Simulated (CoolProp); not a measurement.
n-pentane at 462.8 K and 0.2 MPa flows at 21 m/s in a round tube of 12.7 mm bore and 15 µm roughness, fully developed (64/Re and Nu = 3.66 if laminar; Colebrook and Gnielinski if turbulent). Each further row changes one setting.

Model: reference Helmholtz-energy equation of state, Thol 2019, in CoolProp.

```csv
case,Reynolds number,Darcy friction factor,pressure drop (Pa/m),heat-transfer coefficient (W/(m² K)),mass flow (kg/h)
as stated,98200,0.0228,1520,628,36.7
velocity 42 m/s,196000,0.0217,5790,1200,73.4
diameter 25.4 mm,196000,0.0193,642,528,147
```

Viscosity comes from a separate model (Quiñones-Cisneros 2006), older than the equation that it now runs on, and unchecked against measurements. Thermal conductivity comes from a separate model (Vassiliou 2015).
